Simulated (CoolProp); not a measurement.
Vapour-liquid equilibrium of R1234yf (1) + R1234ze(E) (2) at 772 kPa; x and y are mole fractions of (1).

Model: multi-fluid Helmholtz-energy mixture model, Lemmon 2022 and Thol 2016; pair parameters Bell 2022, in CoolProp.

```tsv
x	bubble temperature (°C)	y at the bubble point	dew temperature at overall composition x (°C)	liquid density (mol/L)
0.05	39.6	0.064	39.7	9.729
0.125	38.6	0.156	38.9	9.712
0.2	37.6	…	38.1	9.694
0.275	36.7	0.326	37.3	9.674
0.35	35.9	0.405	36.5	9.653
0.425	35.1	0.482	35.7	9.631
0.5	34.3	0.556	34.9	…
0.575	33.5	0.628	34.1	…
0.65	32.8	0.698	33.3	9.557
0.725	32.1	0.767	32.5	9.531
0.8	31.3	0.833	31.7	9.504
0.875	30.6	0.897	30.9	9.476
0.95	29.9	0.959	30.0	9.448
```

Problem. Some entries are withheld; supply them.

Solution. 
- 0.2, y at the bubble point: 0.243
- 0.5, liquid density (mol/L): 9.607
- 0.575, liquid density (mol/L): 9.582

No azeotrope shows between x = 0.05 and 0.95.

Pair parameters are fitted to limited data, so mixtures are less certain than the pure fluids.
